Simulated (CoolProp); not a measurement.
Vapour-liquid equilibrium of carbon dioxide (1) + CH3F (R41) (2) at -1.65 °C; x and y are mole fractions of (1).

The numbers come from the multi-fluid Helmholtz-energy mixture model, Span 1996 and Lemmon 2006; pair parameters Bell 2016 in CoolProp.

Problem. Give the bubble pressure and the first vapour's composition at x = 0.2, 0.425, 0.875. Is there an azeotrope?

Solution. x = 0.2: 2.202 MPa, y = 0.262; x = 0.425: 2.484 MPa, y = 0.509; x = 0.875: 3.127 MPa, y = 0.910. No azeotrope shows between x = 0.05 and 0.95.

The pair parameters rest on a limited set of measurements; away from them the model extrapolates.
